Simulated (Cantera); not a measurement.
A perfectly stirred reactor is fed with CO : H2 : O2 : N2 = 1 : 0.84 : 1.44 : 5.4 (molar parts), at 4.20 bar; it is adiabatic with a 375 K inlet, and is followed from long to short residence time, starting on the burning branch (τ in s: 0.16, 0.066, 0.028, 0.012, 0.0048, 0.002, 0.00084, 0.00035, 0.00015, 6.2e-05, 2.6e-05).

Model: GRI-Mech 3.0 (53 species, 325 reactions), integrated in Cantera. The hydrogen kinetics of GRI-Mech 3.0 are dated; newer H2 mechanisms differ, most at raised pressure.

One state of this run: T (K) = 2005; x CO = 0.00449; x H2 = 0.000635; x O2 = 0.0681; x H2O = 0.105; x NO = 6.94e-5; x CO2 = 0.124. x: mole fraction; the columns are a selection and need not sum to one.

Which value of τ (s) does it belong to?
A. 0.00035
B. 6.2e-5
C. 0.0020
D. 0.00015

C, 0.0020
